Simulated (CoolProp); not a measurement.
Vapour-liquid equilibrium of R114 (1) + benzene (2) at 17.45 °C; x and y are mole fractions of (1).

Computed with CoolProp (multi-fluid Helmholtz-energy mixture model, Platzer 1990 and Thol 2012; pair parameters Bell 2016). This equation is an older, rougher fit; its heat capacities, sound speeds and derivatives of the liquid may be far off and weren't checked against measurements.

```
x      bubble pressure (MPa)  y at the bubble point  dew pressure at overall composition x (MPa)  liquid density (mol/L)
-----  ---------------------  ---------------------  -------------------------------------------  ----------------------
0.05                 0.03533                  0.758                                     0.009322                   11.14
0.125                0.06343                  0.871                                      0.01011                   10.92
0.2                  0.08208                  0.905                                      0.01105                   10.70
0.275                0.09481                  0.921                                      0.01218                   10.49
0.35                  0.1040                  0.931                                      0.01356                   10.28
0.425                 0.1111                  0.938                                      0.01530                   10.07
0.5                   0.1172                  0.944                                      0.01754                   9.872
0.575                 0.1230                  0.950                                      0.02056                   9.675
0.65                  0.1290                  0.955                                      0.02483                   9.482
0.725                 0.1354                  0.962                                      0.03132                   9.293
0.8                   0.1426                  0.970                                      0.04236                   9.110
0.875                 0.1508                  0.980                                      0.06502                   8.931
0.95                  0.1601                  0.991                                       0.1235                   8.757
```

No azeotrope shows between x = 0.05 and 0.95.

Pair parameters are fitted to limited data, so mixtures are less certain than the pure fluids. With so large a gap from Raoult's law the liquid may split in two, which this calculation doesn't test in full.
